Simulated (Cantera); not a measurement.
An adiabatic, constant-pressure homogeneous reactor starts with 8.56 % CO, 6.02 % H2, 17.9 % O2, 67.5 % N2, equivalence ratio 0.41, at 1750 K and 1.68 atm.

Model: GRI-Mech 3.0 (53 species, 325 reactions), integrated in Cantera.

**Question.** Predict: time of steepest temperature rise; temperature at 0.400 s; equilibrium temperature; x(CO) at 0.400 s; x(H2) at 0.400 s; x(O2) at 0.400 s; x(NO) at 0.400 s; x(CO2) at 0.400 s.

**Answer.** 
| Property | Value |
|---|---|
| time of steepest temperature rise | 6.92 µs |
| temperature at 0.400 s | 2591 K |
| equilibrium temperature | 2591 K |
| x(CO) at 0.400 s | 0.0111 (gas-phase equilibrium 0.0111) |
| x(H2) at 0.400 s | 0.00123 (gas-phase equilibrium 0.00123) |
| x(O2) at 0.400 s | 0.105 (gas-phase equilibrium 0.105) |
| x(NO) at 0.400 s | 0.0181 (gas-phase equilibrium 0.0181) |
| x(CO2) at 0.400 s | 0.0801 (gas-phase equilibrium 0.0801) |
